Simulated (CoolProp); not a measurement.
Properties of oxygen along the isotherm -129.35 °C (Tc = -118.6 °C, pc = 50.46 bar, ω = 0.022).

The numbers come from the reference Helmholtz-energy equation of state, Schmidt 1985 in CoolProp.

| p (bar) | phase | Z | cp (kJ/(kg K)) | isothermal compressibility (1/MPa) | fugacity coefficient |
|---|---|---|---|---|---|
| 0.798 | gas | 0.9935 | 0.9186 | 12.61 | 0.9935 |
| 1.42 | gas | 0.9883 | (withheld) | 7.126 | 0.9884 |
| 2.52 | gas | 0.9791 | 0.9389 | 4.054 | 0.9795 |
| 4.49 | gas | 0.9623 | 0.9642 | 2.317 | 0.9635 |
| 7.98 | gas | 0.9313 | 1.016 | 1.351 | 0.9354 |
| 14.2 | gas | (withheld) | 1.138 | (withheld) | 0.8854 |
| 25.2 | gas | 0.7416 | 1.598 | 0.5854 | 0.7966 |
| 44.9 | liquid | 0.1508 | 2.667 | 0.02326 | 0.5579 |
| 79.8 | liquid | 0.2527 | 2.169 | 0.01270 | 0.3516 |
| 142 | liquid | 0.4237 | 1.875 | 0.007433 | 0.2391 |
| 252 | liquid | 0.7063 | 1.683 | 0.004476 | 0.1851 |

Q: Some entries are withheld; supply them.

A: 
- 1.42, cp (kJ/(kg K)): 0.9258
- 14.2, Z: 0.8713
- 14.2, isothermal compressibility (1/MPa): 0.8215
